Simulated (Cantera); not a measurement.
**Premixed flame**

A freely propagating, adiabatic, planar premixed flame of H₂ : O₂ : N₂ : H₂O = 1 : 0.538 : 2.02 : 0.33 (molar parts), unburnt at 550 K and 1.48 atm; mixture-averaged transport, grid criteria slope 0.08 and curve 0.16, no radiation.

Computed with Cantera and the H2/O2 subset of GRI-Mech 3.0, which has no nitrogen chemistry. Burning velocities carry a grid error of a few per cent, more on coarse grids.

| z (mm) | T (K) | u (m/s) | x H₂ | x O₂ | x H₂O | x O | x H | x OH |
|---|---|---|---|---|---|---|---|---|
| -0.739 | 550 | 4.80 | 0.257 | 0.138 | 0.0849 | <1e-8 | <1e-8 | <1e-8 |
| -0.492 | 550 | 4.80 | 0.257 | 0.138 | 0.0849 | <1e-8 | <1e-8 | <1e-8 |
| -0.369 | 550 | 4.80 | 0.257 | 0.138 | 0.0849 | <1e-8 | <1e-8 | <1e-8 |
| -0.246 | 550 | 4.80 | 0.257 | 0.138 | 0.0850 | <1e-8 | <1e-8 | <1e-8 |
| -0.123 | 567 | 4.90 | 0.247 | 0.140 | 0.0869 | 3.00e-6 | 1.38e-5 | 9.90e-6 |
| -0.0616 | 772 | 6.47 | 0.212 | 0.136 | 0.108 | 0.000167 | 0.00172 | 0.000725 |
| 0 | 1198 | 9.73 | 0.137 | 0.106 | 0.180 | 0.00256 | 0.0147 | 0.00249 |
| 0.0616 | 1512 | 12.1 | 0.0695 | 0.0609 | 0.263 | 0.00675 | 0.0283 | 0.00763 |
| 0.123 | 1680 | 13.4 | 0.0437 | 0.0392 | 0.300 | 0.00805 | 0.0288 | 0.0119 |
| 0.246 | 1844 | 14.6 | 0.0346 | 0.0299 | 0.319 | 0.00699 | 0.0212 | 0.0145 |
| 0.492 | 1993 | 15.6 | 0.0290 | 0.0252 | 0.334 | 0.00488 | 0.0129 | 0.0147 |
| 0.985 | 2116 | 16.4 | 0.0223 | 0.0212 | 0.349 | 0.00305 | 0.00702 | 0.0135 |
| 1.97 | 2209 | 17.0 | 0.0157 | 0.0180 | 0.361 | 0.00177 | 0.00348 | 0.0113 |
x: mole fraction of selected species; z is measured from the peak of heat release.

| Item | Value |
|---|---|
| laminar burning velocity | 480 cm/s |
| thermal thickness | 0.246 mm |
| peak x(O) | 0.00805 |
| peak x(H) | 0.0298 |
| peak x(OH) | 0.0148 |
| grid points | 108 |
